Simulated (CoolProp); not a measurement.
Toluene along the isotherm 620 K: density (kg/m³) from the reference equation and from simpler models built on Tc = 591.7 K, pc = 4.126 MPa, ω = 0.266; each cubic takes its own stable root.

Values from CoolProp's reference Helmholtz-energy equation of state, Lemmon 2006. It is a short technical equation, of lower accuracy than the large ones.

```
p (MPa)  phase  reference  ideal gas  van der Waals  Redlich-Kwong  Peng-Robinson
-------  -----  ---------  ---------  -------------  -------------  -------------
0.258      gas      4.705      4.611          4.690          4.700          4.709
0.516      gas      9.609      9.223          9.548          9.588          9.623
0.774      gas      14.73      13.83          14.59          14.68          14.76
1.03       gas      20.06      18.41          19.80              …              …
1.29       gas      25.74          …          25.32          25.58          25.82
1.55       gas      31.73      27.70          31.10              …          31.84
1.81       gas      38.07      32.35              …          37.73          38.22
2.06       gas          …      36.82          43.34          44.08          44.72
```

Problem. Complete the blanks.

Solution. 
- 1.03, Redlich-Kwong: 19.96
- 1.03, Peng-Robinson: 20.11
- 1.29, ideal gas: 23.06
- 1.55, Redlich-Kwong: 31.49
- 1.81, van der Waals: 37.17
- 2.06, reference: 44.54
